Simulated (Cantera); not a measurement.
Ignition delay

Mixture: 15.7 % CH3OH, 13.1 % O2, 49.2 % N2, 22.0 % CO2, equivalence ratio 1.8, at 21.0 bar, adiabatic and at constant pressure. Ignition delay is the time to a rise of 400 K.

Computed with Cantera and GRI-Mech 3.0 (53 species, 325 reactions). GRI-Mech 3.0 was tuned for natural gas; its chemistry of methanol as a main component is partial and can be far from experiment. The pressure lies above the range GRI-Mech 3.0 was tuned for (to about 10 atm).

```json
[
 {"T0 (K)": "1075", "delay (ms)": "8.80"},
 {"T0 (K)": "1125", "delay (ms)": "3.19"},
 {"T0 (K)": "1175", "delay (ms)": "1.26"},
 {"T0 (K)": "1225", "delay (ms)": "0.542"},
 {"T0 (K)": "1275", "delay (ms)": "0.249"},
 {"T0 (K)": "1325", "delay (ms)": "0.123"},
 {"T0 (K)": "1375", "delay (ms)": "0.0642"},
 {"T0 (K)": "1425", "delay (ms)": "0.0356"}
]
```

```json
{
  "apparent activation energy between 1325 and 1425 K": "190 kJ/mol"
}
```
